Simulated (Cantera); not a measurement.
Input: 1 mol Si₃N₄, 3.2 mol CO₂, 220 mol H₂, 0.0013 mol O₂, equilibrated at 2123.15 K and 12.0 Torr.

Method: chemical equilibrium by Gibbs-energy minimisation in Cantera with the NASA 1993 tables (ideal gas, pure condensed phases). Candidate condensed phases: C, C₆H₆, C₇H₈, C₈H₁₈, H₂O, Si, SiC, SiO₂, Si₂N₂O, Si₃N₄; 151 gas species. Equilibrium is a limit: real reactors are often held back by kinetics, nucleation or transport.

Base state: H₂ 0.936, H 0.0275, CO 0.0138, SiO 0.0130, N₂ 0.00864, H₂O 0.000871 (mole fractions); condensed: gas only.

Question: What changes in the equilibrium state with this change: temperature from 2123.15 K to 1675 K?

Answer: 
| species | before | after |
|---|---|---|
| H₂ | 0.936 | 0.963 |
| CO | 0.0138 | 0.0140 |
| SiO | 0.0130 | 0.0130 |
| H | 0.0275 | 0.000901 |
| H₂O | 0.000871 | 0.000727 |
| N₂ | 0.00864 | 0.00876 |
| SiO₂(β-quartz), mol | 0 | 0.0359 |
The tables hold silica as quartz up to 1696 K and as liquid above; real silica turns to tridymite and cristobalite and melts near 1996 K.

Question: What changes in the equilibrium state with this change: temperature from 2123.15 K to 1223.15 K?

Answer: 
```tsv
species	before	after
H₂	0.936	0.981
CO	0.0138	0.0142
N₂	0.00864	0.00477
H	0.0275	2.36e-6
SiO	0.0130	3.49e-7
CH₄	<1e-9	5.93e-5
H₂O	0.000871	1.55e-5
SiO₂(β-quartz), mol	0	1.14
Si₂N₂O(s), mol	0	0.929
```
Mutual solubility and eutectic melting of coexisting phases are not modelled. The tables hold silica as quartz up to 1696 K and as liquid above; real silica turns to tridymite and cristobalite and melts near 1996 K.
